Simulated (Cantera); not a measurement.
Feed: 1 mol Cr, 2.7 mol NH₃, 2.5 mol H₂, held at 14.3 Torr.

Equilibrium computed with Cantera from the NASA thermochemical tables; the gas is ideal and each condensed phase is pure. Candidate condensed phases: Cr, CrN, Cr₂N; 11 gas species. Equilibrium is a limit: real reactors are often held back by kinetics, nucleation or transport.

### Question
At 1177 °C, list the 4 most abundant gas species with their mole fractions, and the condensed phases.

### Answer
H₂ 0.829, N₂ 0.171, H 6.25e-5, Cr 1.02e-5. Condensed: Cr(s).
